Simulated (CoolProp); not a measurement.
Toluene along the isobar 0.227 MPa: density (kg/m³) from the reference equation and from simpler models built on Tc = 591.7 K, pc = 4.126 MPa, ω = 0.266; each cubic takes its own stable root.

Model: reference Helmholtz-energy equation of state, Lemmon 2006, in CoolProp. It is a short technical equation, of lower accuracy than the large ones.

```json
[
 {"T (K)": "259", "phase": "liquid", "reference": "898.6", "van der Waals": "…", "Soave-Redlich-Kwong": "792.5", "Peng-Robinson": "889.7"},
 {"T (K)": "305", "phase": "liquid", "reference": "855.9", "van der Waals": "502.4", "Soave-Redlich-Kwong": "762.7", "Peng-Robinson": "858.3"},
 {"T (K)": "351", "phase": "liquid", "reference": "812.1", "van der Waals": "…", "Soave-Redlich-Kwong": "727.4", "Peng-Robinson": "820.7"},
 {"T (K)": "397", "phase": "liquid", "reference": "765.5", "van der Waals": "6.621", "Soave-Redlich-Kwong": "685.0", "Peng-Robinson": "774.8"},
 {"T (K)": "443.1", "phase": "gas", "reference": "…", "van der Waals": "5.872", "Soave-Redlich-Kwong": "5.964", "Peng-Robinson": "5.981"},
 {"T (K)": "489.1", "phase": "gas", "reference": "5.353", "van der Waals": "5.282", "Soave-Redlich-Kwong": "5.332", "Peng-Robinson": "5.346"},
 {"T (K)": "535.1", "phase": "gas", "reference": "4.840", "van der Waals": "4.803", "Soave-Redlich-Kwong": "4.829", "Peng-Robinson": "4.841"},
 {"T (K)": "581.2", "phase": "gas", "reference": "4.424", "van der Waals": "4.404", "Soave-Redlich-Kwong": "4.417", "Peng-Robinson": "4.427"}
]
```

**Question.** Some entries are withheld; supply them.

**Answer.** 
- 259, van der Waals: 523.9
- 351, van der Waals: 7.604
- 443.1, reference: 6.012

At some of these states van der Waals gives the other phase, because its saturation line lies elsewhere.
